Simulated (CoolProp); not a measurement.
Saturated liquid density (kg/m³) of toluene: the reference equation beside estimates from Tc = 591.7 K, pc = 41.26 bar, ω = 0.266. Rackett uses Z = 0.29056 − 0.08775 ω.

Computed with CoolProp (reference Helmholtz-energy equation of state, Lemmon 2006). It is a short technical equation, of lower accuracy than the large ones.

```
T (K)  reference  Rackett  van der Waals  Redlich-Kwong  Soave-Redlich-Kwong
-----  ---------  -------  -------------  -------------  -------------------
283.4      875.9    864.6          512.5          761.9                777.1
300        860.4    849.9          504.6          749.0                766.0
316.6      844.9    834.8          496.5          735.4                754.1
333.1      829.2    819.5          488.1          721.2                741.6
349.7      813.2    803.6          479.2          706.2                728.2
366.3      796.8    787.3          470.1          690.4                713.9
382.9      780.0    770.4          460.5          673.6                698.6
399.4      762.8    753.1          450.5          656.1                682.3
416        744.9    734.9          439.9          637.4                664.7
432.6      726.2    716.0          428.8          617.5                645.7
449.2      706.6    696.2          416.9          596.4                625.1
```

Absolute difference from the reference over all 11 rows, mean and median: Rackett 1.3 and 1.2 %, van der Waals 41.1 and 41.0 %, Redlich-Kwong 13.7 and 13.4 %, Soave-Redlich-Kwong 10.8 and 10.7 %.
